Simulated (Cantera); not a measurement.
Cantera run, input and output.

```python
import numpy as np
import cantera as ct

gas = ct.Solution("h2o2.yaml")
gas.TPX = 550, 170000, {'H2': 0.75, 'O2': 0.278, 'N2': 1.04, 'H2O': 0.07}
flame = ct.FreeFlame(gas, width=0.028)
flame.set_refine_criteria(ratio=3, slope=0.08, curve=0.16)
flame.transport_model = "mixture-averaged"
flame.solve(loglevel=0, auto=True)
z, T = flame.grid, flame.T
thick = (T[-1] - T[0]) / np.gradient(T, z).max()
show = ['H2', 'O2', 'H2O', 'H2O2', 'OH', 'H']
print(f"laminar burning velocity  {flame.velocity[0] * 100:.3f} cm/s")
print(f"burnt temperature         {T[-1]:.1f} K")
print(f"thermal thickness         {thick * 1e3:.4f} mm")
print(f"grid points               {len(z)}")
z0 = z[flame.heat_release_rate.argmax()]
print(f"{'z/mm':>9s}{'T/K':>9s}{'u/(m/s)':>9s}" + "".join(f"{s:>11s}" for s in show))
rows = []
for k in (-3, -2, -1.5, -1, -0.5, -0.25, 0, 0.25, 0.5, 1, 2, 4, 8):
    zz = z0 + k * thick
    rows.append([k * thick, np.interp(zz, z, T), np.interp(zz, z, flame.velocity),
                 *(np.interp(zz, z, flame.X[gas.species_index(s)]) for s in show)])
    print(f"{rows[-1][0] * 1e3:9.3f}{rows[-1][1]:9.1f}{rows[-1][2]:9.3f}" + "".join(f"{x:11.3e}" for x in rows[-1][3:]))
```

Output:

```
laminar burning velocity  731.504 cm/s
burnt temperature         2423.2 K
thermal thickness         0.2130 mm
grid points               117
     z/mm      T/K  u/(m/s)         H2         O2        H2O       H2O2         OH          H
   -0.639    550.0    7.315  3.508e-01  1.300e-01  3.274e-02  1.320e-15  1.100e-16  1.677e-16
   -0.426    550.0    7.315  3.508e-01  1.300e-01  3.274e-02  1.866e-13  2.107e-14  3.552e-14
   -0.319    550.0    7.315  3.508e-01  1.300e-01  3.274e-02  7.294e-12  7.489e-13  2.197e-12
   -0.213    550.0    7.315  3.507e-01  1.300e-01  3.275e-02  1.282e-09  1.072e-10  2.221e-09
   -0.106    566.1    7.483  3.460e-01  1.305e-01  3.351e-02  4.599e-06  2.628e-05  5.297e-05
   -0.053    798.1   10.269  3.123e-01  1.253e-01  5.344e-02  3.720e-05  9.707e-04  4.462e-03
    0.000   1250.3   15.563  2.197e-01  9.047e-02  1.335e-01  8.934e-06  3.000e-03  3.194e-02
    0.053   1572.2   19.313  1.298e-01  3.628e-02  2.338e-01  3.321e-06  7.916e-03  5.973e-02
    0.106   1727.1   21.066  1.006e-01  1.499e-02  2.730e-01  2.038e-06  1.098e-02  6.354e-02
    0.213   1876.7   22.680  9.577e-02  7.821e-03  2.889e-01  1.133e-06  1.278e-02  5.395e-02
    0.426   2025.5   24.225  9.786e-02  5.228e-03  2.989e-01  6.041e-07  1.289e-02  4.038e-02
    0.852   2159.9   25.573  9.917e-02  3.165e-03  3.091e-01  3.442e-07  1.155e-02  2.827e-02
    1.704   2267.6   26.620  9.976e-02  1.649e-03  3.185e-01  2.064e-07  9.190e-03  1.872e-02
```

Detailed kinetics in Cantera: the H2/O2 subset of GRI-Mech 3.0, which has no nitrogen chemistry. Burning velocities carry a grid error of a few per cent, more on coarse grids.
